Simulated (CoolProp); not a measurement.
m-xylene along the isobar 6.44 MPa: fugacity coefficient from the reference equation and from simpler models built on Tc = 343.7 °C, pc = 3.535 MPa, ω = 0.326; each cubic takes its own stable root.

The numbers come from the reference Helmholtz-energy equation of state, Zhou 2012 in CoolProp.

| T (°C) | phase | reference | Redlich-Kwong | Peng-Robinson |
|---|---|---|---|---|
| -16.65 | liquid | 1.389e-5 | 9.817e-5 | 1.546e-5 |
| 2.05 | liquid | 5.649e-5 | 0.0003288 | 6.066e-5 |
| 20.75 | liquid | 0.0001864 | 0.0009061 | 0.0001954 |
| 39.35 | liquid | 0.0005170 | 0.002130 | 0.0005334 |
| 58.05 | liquid | 0.001257 | 0.004445 | 0.001283 |
| 76.75 | liquid | 0.002726 | 0.008379 | 0.002764 |
| 95.45 | liquid | 0.005374 | 0.01453 | 0.005428 |
| 114.15 | liquid | 0.009774 | 0.02350 | 0.009852 |
| 132.75 | liquid | 0.01655 | 0.03576 | 0.01668 |
| 151.45 | liquid | 0.02651 | 0.05190 | 0.02671 |
| 170.15 | liquid | 0.04034 | 0.07219 | 0.04068 |
